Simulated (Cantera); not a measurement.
A closed system holds: 1 mol Ti, 0.13 mol C3H8, 2.7 mol H2, at 23.0 Pa.

Cantera equilibrium calculation (NASA polynomials, part measured and part estimated; ideal gas, pure solids and liquids). Candidate condensed phases: C, C6H6, C7H8, C8H18, Ti, TiC; 77 gas species. Mutual solubility and eutectic melting of coexisting phases are not modelled. TiC: taken at fixed stoichiometry. Condensed phases not in the tables: N, O or C dissolved in the metal. Kinetics and transport are ignored.

### Question
At 1675 K, list the 3 most abundant gas species with their mole fractions, and the condensed phases.

### Answer
H2 0.992, H 0.00763, Ti 0.000218. Condensed: Ti(β) + TiC(s).
